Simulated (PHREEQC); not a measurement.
Dissolve 0.0059 mol FeCl3, 0.016 mol H2SO4 and 9.2e-05 mol Na2SO4 per kg of water at 25 °C. Closed to the air; pH follows from the charge balance.

The numbers come from PHREEQC with the ion-association model, wateq4f.dat.

Each row changes one thing in this solution. No solid was allowed to form.

| case | pH | ionic strength (mol/kgw) | HSO4- (mol/kgw) | SO4-2 (mol/kgw) | FeSO4+ (mol/kgw) | Fe+3 (mol/kgw) | SI of Goethite (FeOOH) | SI of Hematite (Fe2O3) |
|---|---|---|---|---|---|---|---|---|
| as made | 1.66 | 0.0403 | 0.00600 | 0.00474 | 0.00444 | 0.000553 | +2.13 | +6.27 |
| FeCl3 from 0.0059 to 0.00649 mol/kgw | 1.65 | ? | ? | 0.00454 | 0.00484 | 0.000641 | +2.18 | +6.37 |
| Na2SO4 from 9.2e-05 to 8.28e-05 mol/kgw | 1.66 | 0.0403 | 0.00599 | 0.00474 | 0.00444 | 0.000553 | +2.13 | +6.27 |
| temperature from 25 to 85 °C | 1.71 | 0.0369 | 0.0101 | 0.00203 | 0.00326 | 0.000371 | +3.86 | +9.95 |
| Na2SO4 replaced by MgSO4 at the same molality | 1.66 | 0.0404 | 0.00599 | 0.00474 | 0.00444 | 0.000554 | +2.13 | +6.27 |
| H2SO4 left out | 2.50 | 0.0290 | 3.43e-6 | 1.78e-5 | ? | 0.00190 | +5.25 | +12.52 |

Problem. Some entries are withheld; supply them.

Solution. 
- FeCl3 from 0.0059 to 0.00649 mol/kgw, ionic strength (mol/kgw): 0.0416
- FeCl3 from 0.0059 to 0.00649 mol/kgw, HSO4- (mol/kgw): 0.00574
- H2SO4 left out, FeSO4+ (mol/kgw): 6.98e-5

Some of these states are supersaturated (in Hematite (slow to form), Goethite (slow to form), for instance). Away from 25 °C the constants follow the database's enthalpies or fits; those with neither stay at their 25 °C values.
